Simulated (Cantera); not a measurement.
A closed system holds: 1 mol Fe, 24 mol H2O, 24 mol CO, held at 1450 K and 0.120 bar.

These are equilibrium values from Cantera (NASA tables, ideal gas, pure condensed phases), not measurements of a reactor. Candidate condensed phases: C, C6H6, C7H8, C8H18, Fe, Fe(CO)5, FeO, Fe(OH)2, Fe(OH)3, Fe2O3, Fe3O4, H2O; 114 gas species. The tables' stoichiometric FeO is somewhat more stable than real wüstite, so its field is too wide. FeO: taken at fixed stoichiometry. Equilibrium is a limit: real reactors are often held back by kinetics, nucleation or transport.

Base state: CO 0.314, H2O 0.293, H2 0.207, CO2 0.186, H 1.24e-5 (mole fractions); condensed: FeO(s).

What changes in the equilibrium state with this change: temperature from 1450 K to 1073 K?


```
species       before    after
-----------  -------  -------
H2             0.207    0.265
CO             0.314    0.255
CO2            0.186    0.245
H2O            0.293    0.235
H            1.24e-5  2.08e-8
FeO(s), mol    1.000    1.000
```

What changes in the equilibrium state with this change: H2O from 24 to 0.94 mol?


| species | before | after |
|---|---|---|
| CO | 0.314 | 0.928 |
| CO2 | 0.186 | 0.0346 |
| H2 | 0.207 | 0.0346 |
| H2O | 0.293 | 0.00307 |
| H | 1.24e-5 | 5.08e-6 |
| FeO(s), mol | 1.000 | 0 |
| Fe(γ), mol | 0 | 1.000 |
